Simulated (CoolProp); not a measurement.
A simple Rankine cycle with R123: condensing at 327.15 K, boiler at 0.765 MPa, turbine inlet 377 K, turbine efficiency 0.75, pump efficiency 0.8, no recuperator. Each further row changes one setting.

Computed with CoolProp (reference Helmholtz-energy equation of state, Younglove 1994). It is a modified Benedict-Webb-Rubin equation, recast in Helmholtz form.

```tsv
case	thermal efficiency (%)	net work (kJ/kg)	heat in (kJ/kg)	turbine exit temperature (K)	volume ratio over the turbine
as stated	7.8	14.6	188	346.4	3.28
turbine inlet 397 K	…	…	205	367.2	3.22
condensing temperature 319.15 K	9.0	…	196	…	…
boiler pressure 0.535 MPa	5.6	10.7	192	357.1	2.24
turbine efficiency 0.65	6.7	…	188	…	…
```

Task: Complete the blanks.

Result: 
- turbine inlet 397 K, thermal efficiency (%): 7.7
- turbine inlet 397 K, net work (kJ/kg): 15.8
- condensing temperature 319.15 K, net work (kJ/kg): 17.7
- condensing temperature 319.15 K, turbine exit temperature (K): 340.9
- condensing temperature 319.15 K, volume ratio over the turbine: 4.18
- turbine efficiency 0.65, net work (kJ/kg): 12.6
- turbine efficiency 0.65, turbine exit temperature (K): 349.0
- turbine efficiency 0.65, volume ratio over the turbine: 3.31
